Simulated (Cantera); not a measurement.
Feed: 1 mol CO2, 0.071 mol H2O, at 2000 K and 1.00 bar.

Method: chemical equilibrium by Gibbs-energy minimisation in Cantera with the NASA 1993 tables (ideal gas, pure condensed phases). Candidate condensed phases: C, C6H6, C7H8, C8H18, H2O; 110 gas species. Kinetics and transport are ignored.

Base state: CO2 0.912, H2O 0.0652, CO 0.0143, O2 0.00708, OH 0.000708, H2 0.000224, O 5.63e-5, H 2.43e-5 (mole fractions); condensed: gas only.

Problem. What changes in the equilibrium state with this change: temperature from 2000 K to 750 K?

Solution. 
| species | before | after |
|---|---|---|
| CO2 | 0.912 | 0.934 |
| H2O | 0.0652 | 0.0663 |
| CO | 0.0143 | <1e-9 |
| O2 | 0.00708 | <1e-9 |
| OH | 0.000708 | <1e-9 |
| H2 | 0.000224 | <1e-9 |
| O | 5.63e-5 | <1e-9 |
| H | 2.43e-5 | <1e-9 |

Problem. What changes in the equilibrium state with this change: temperature from 2000 K to 2175 K?

Solution. 
```
species    before     after
-------  --------  --------
CO2         0.912     0.882
H2O        0.0652    0.0636
CO         0.0143    0.0344
O2        0.00708    0.0168
O         5.63e-5  0.000299
H         2.43e-5  0.000107
OH       0.000708   0.00191
H2       0.000224  0.000477
```

Problem. What changes in the equilibrium state with this change: temperature from 2000 K to 923 K?

Solution. 
| species | before | after |
|---|---|---|
| CO2 | 0.912 | 0.934 |
| H2O | 0.0652 | 0.0663 |
| CO | 0.0143 | 2.69e-8 |
| O2 | 0.00708 | 1.53e-8 |
| OH | 0.000708 | <1e-9 |
| H2 | 0.000224 | 3.90e-9 |
| O | 5.63e-5 | <1e-9 |
